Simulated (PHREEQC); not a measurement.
A PHREEQC speciation (ion-association model, wateq4f.dat) at 25 °C gives pH 1.34 and these molalities:

```csv
species,mol/kgw
HSO4-,0.0908
Cu+2,0.0747
H+,0.0592
SO4-2,0.0589
CuSO4,0.0553
```

Question: What are the element totals, and what could have been dissolved in 1 kg of water to give them?

Answer: Several could match; the one computed here: totals Cu(2) 0.130, S(6) 0.205 mol/kgw, from 0.13 mol/kgw CuSO4 and 0.075 mol/kgw H2SO4.

This is a speciation only: nothing precipitates in the calculation.
